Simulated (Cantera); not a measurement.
**Silicon epitaxy and polysilicon growth: SiH4 + Cl2 + H2**

A closed system holds: 1 mol SiH4, 0.61 mol Cl2, 360 mol H2, held at 0.110 bar.

These are equilibrium values from Cantera (NASA tables, ideal gas, pure condensed phases), not measurements of a reactor. Candidate condensed phases: Si; 19 gas species. Gases not in the tables: Si2H6 and higher silanes. Kinetics and transport are ignored.

| T (K) | x H2 | x HCl | x SiHCl3 | x H | n Si(s) | n Si(l) |
|---|---|---|---|---|---|---|
| 800 | 0.999 | 0.000587 | 0.000474 | 8.73e-12 | 0.694 | 0 |
| 900 | 0.998 | 0.00167 | 0.000296 | 3.52e-10 | 0.809 | 0 |
| 1000 | 0.997 | 0.00288 | 8.63e-5 | 6.83e-9 | 0.940 | 0 |
| 1100 | 0.997 | 0.00325 | 1.21e-5 | 7.78e-8 | 0.983 | 0 |
| 1200 | 0.997 | 0.00330 | 1.81e-6 | 5.94e-7 | 0.989 | 0 |
| 1300 | 0.997 | 0.00330 | 3.53e-7 | 3.33e-6 | 0.989 | 0 |
| 1400 | 0.997 | 0.00330 | 8.69e-8 | 1.46e-5 | 0.988 | 0 |
| 1500 | 0.997 | 0.00329 | 2.58e-8 | 5.30e-5 | 0.986 | 0 |
| 1600 | 0.997 | 0.00329 | 8.96e-9 | 0.000164 | 0.984 | 0 |
| 1700 | 0.996 | 0.00328 | 3.46e-9 | 0.000443 | 0 | 0.977 |
x: gas mole fraction; n: condensed amount in mol.

From 800 K to 1600 K the condensed part is Si(s). At 1700 K the condensed part is Si(l). The main Si-bearing gas is SiHCl3 at 800 K and SiCl2 at 1700 K.
